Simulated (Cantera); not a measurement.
A Cantera script and what it prints.

```python
import numpy as np
import cantera as ct

gas_names = [...]  # 110 gases of nasa_gas.yaml made of C, H, O
cond_names = """
    C(gr) C6H6(L) C7H8(L) C8H18(L),n-octa H2O(s) H2O(L)
""".split()


# ... load() reads the species with a 1 bar reference pressure and builds the phases ...
atoms = {
    'C2H2': {'C': 2, 'H': 2},
    'H2O': {'H': 2, 'O': 1},
}
top_T = {'C(gr)': 4500}  # K; cautious upper limits of use, not melting points


# ... equilibrate(T, P, feed) seeds the gas with the atoms and calls Mixture.equilibrate('TP', solver="vcs", rtol=1e-11, max_steps=5000) ...
results = []
feed = {'C2H2': 1, 'H2O': 0.17}  # mol
P = 101325  # Pa
for T in [550, 700, 850, 1000, 1150, 1300, 1450, 1600, 1750, 1900, 2050, 2200, 2350]:
    mix = equilibrate(T, P, feed)
    results.append((T, P, feed, dict(zip(mix.species_names, mix.species_moles))))

top = {s: max(r[3][s] / sum(r[3][g] for g in gas_names) for r in results) for s in gas_names}
cols = sorted((s for s in top if top[s] > 0.0001), key=lambda s: -top[s])[:5]
seen = [c for c in cond_names if any(r[3].get(c, 0) > 1e-12 for r in results)]
print("log10 of partial pressures in bar; condensed amounts in mol")
print(f"{'T/K':>10s}" + "".join(f"{s[:9]:>10s}" for s in cols + seen))
for T, P, feed, n in results:
    ng = sum(n[g] for g in gas_names)
    print(f"{T:10.4g}" + "".join(f"{np.log10(max(n[s] / ng * P / 1e5, 1e-99)):10.3f}" for s in cols)
          + "".join(f"{n.get(c, 0):10.4g}" for c in seen))
```

It prints:

```
log10 of partial pressures in bar; condensed amounts in mol
       T/K        H2       CH4       H2O        CO       CO2     C(gr)
       550    -1.382    -0.138    -0.627    -4.618    -2.102     1.503
       700    -0.595    -0.261    -0.707    -2.743    -1.880     1.574
       850    -0.210    -0.626    -0.931    -1.570    -1.806     1.729
      1000    -0.089    -1.199    -1.499    -1.006    -2.259     1.799
      1150    -0.063    -1.757    -2.294    -0.902    -3.209     1.815
      1300    -0.057    -2.218    -2.989    -0.892    -4.070     1.823
      1450    -0.055    -2.591    -3.548    -0.891    -4.761     1.827
      1600    -0.054    -2.895    -4.003    -0.891    -5.318     1.828
      1750    -0.054    -3.147    -4.379    -0.891    -5.774     1.829
      1900    -0.054    -3.358    -4.694    -0.891    -6.155     1.829
      2050    -0.055    -3.538    -4.961    -0.891    -6.476     1.827
      2200    -0.057    -3.694    -5.193    -0.892    -6.751     1.824
      2350    -0.061    -3.833    -5.396    -0.893    -6.989     1.817
```

Method: chemical equilibrium by Gibbs-energy minimisation in Cantera with the NASA 1993 tables (ideal gas, pure condensed phases).
